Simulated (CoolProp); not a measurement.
Aqueous magnesium chloride as a coolant, 29 % by mass, freezing at -86.3 °C, 1 atm.

Computed with CoolProp (Melinder's fits for secondary coolants).

```json
[
 {"T (°C)": "-20.6", "conductivity (W/(m K))": "(withheld)", "density (kg/m³)": "1332", "viscosity (mPa s)": "44000", "cp (kJ/(kg K))": "2.694"},
 {"T (°C)": "-14.2", "conductivity (W/(m K))": "0.399", "density (kg/m³)": "1325", "viscosity (mPa s)": "21500", "cp (kJ/(kg K))": "2.689"},
 {"T (°C)": "-7.8", "conductivity (W/(m K))": "0.419", "density (kg/m³)": "1318", "viscosity (mPa s)": "10800", "cp (kJ/(kg K))": "2.683"},
 {"T (°C)": "-1.4", "conductivity (W/(m K))": "0.438", "density (kg/m³)": "1310", "viscosity (mPa s)": "5680", "cp (kJ/(kg K))": "2.676"},
 {"T (°C)": "5.1", "conductivity (W/(m K))": "0.457", "density (kg/m³)": "1302", "viscosity (mPa s)": "3130", "cp (kJ/(kg K))": "(withheld)"},
 {"T (°C)": "11.5", "conductivity (W/(m K))": "0.475", "density (kg/m³)": "1294", "viscosity (mPa s)": "1860", "cp (kJ/(kg K))": "2.653"},
 {"T (°C)": "17.9", "conductivity (W/(m K))": "(withheld)", "density (kg/m³)": "1287", "viscosity (mPa s)": "1200", "cp (kJ/(kg K))": "2.635"},
 {"T (°C)": "24.3", "conductivity (W/(m K))": "(withheld)", "density (kg/m³)": "1281", "viscosity (mPa s)": "847", "cp (kJ/(kg K))": "2.611"},
 {"T (°C)": "30.7", "conductivity (W/(m K))": "(withheld)", "density (kg/m³)": "(withheld)", "viscosity (mPa s)": "662", "cp (kJ/(kg K))": "2.581"}
]
```

**Question.** Fill in the missing entries.

**Answer.** 
- -20.6, conductivity (W/(m K)): 0.378
- 5.1, cp (kJ/(kg K)): 2.666
- 17.9, conductivity (W/(m K)): 0.492
- 24.3, conductivity (W/(m K)): 0.509
- 30.7, conductivity (W/(m K)): 0.525
- 30.7, density (kg/m³): 1275
